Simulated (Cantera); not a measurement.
Source: NASA polynomial tables (part measured, part estimated), evaluated in Cantera. Values are per mole of reaction as written; species without (g) are pure solids or liquids, kept so even where they would boil at 1 bar.

2 Na₂S + C = CS₂(g) + 4 Na(g)

```csv
T (K),ΔH° (kJ),ΔS° (J/K),ΔG° (kJ),log10 K,condensed phases
300,1278.3,654.4,1082.0,-188.38,"Na₂S(s), C(graphite)"
2023,1093.8,485.6,111.5,-2.88,"Na₂S(l), C(graphite)"
2123,1087.4,482.5,63.1,-1.55,"Na₂S(l), C(graphite)"
2223,…,…,…,…,"Na₂S(l), C(graphite)"
2323,1074.8,476.8,-32.8,0.74,"Na₂S(l), C(graphite)"
2423,1068.5,474.1,-80.4,1.73,"Na₂S(l), C(graphite)"
2523,1062.2,471.6,-127.7,2.64,"Na₂S(l), C(graphite)"
2623,1055.9,469.2,-174.7,3.48,"Na₂S(l), C(graphite)"
2723,1049.6,466.8,-221.5,4.25,"Na₂S(l), C(graphite)"
2823,…,…,…,…,"Na₂S(l), C(graphite)"
2923,…,…,…,…,"Na₂S(l), C(graphite)"
```

Problem. What belongs in the gaps?

Solution. 
- 2223, ΔH° (kJ): 1081.1
- 2223, ΔS° (J/K): 479.6
- 2223, ΔG° (kJ): 15.0
- 2223, log10 K: -0.35
- 2823, ΔH° (kJ): 1043.4
- 2823, ΔS° (J/K): 464.6
- 2823, ΔG° (kJ): -268.1
- 2823, log10 K: 4.96
- 2923, ΔH° (kJ): 1037.2
- 2923, ΔS° (J/K): 462.4
- 2923, ΔG° (kJ): -314.4
- 2923, log10 K: 5.62
